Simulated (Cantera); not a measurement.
Feed: 1 mol Si, 0.81 mol F2, 20 mol N2, at 1550 K and 0.0320 bar.

Equilibrium computed with Cantera from the NASA thermochemical tables; the gas is ideal and each condensed phase is pure. Candidate condensed phases: Si, Si3N4; 16 gas species. The tables' values for SiF3, SiF2 are old estimates; treat these amounts as uncertain. Kinetics and transport are ignored.

Base state: N2 0.978, SiF4 0.0160, SiF3 0.00505, SiF2 0.000833 (mole fractions); condensed: Si3N4(s).

Task: What changes in the equilibrium state with this change: temperature from 1550 K to 1000 K?

Result: 
```csv
species,before,after
N2,0.978,0.980
SiF4,0.0160,0.0202
SiF3,0.00505,2.27e-6
SiF2,0.000833,<1e-9
"Si3N4(s), mol",0.187,0.198
```
N2 is the only nitrogen source here; it is nearly inert below about 1500 K, so the nitride shown seldom forms there in practice.
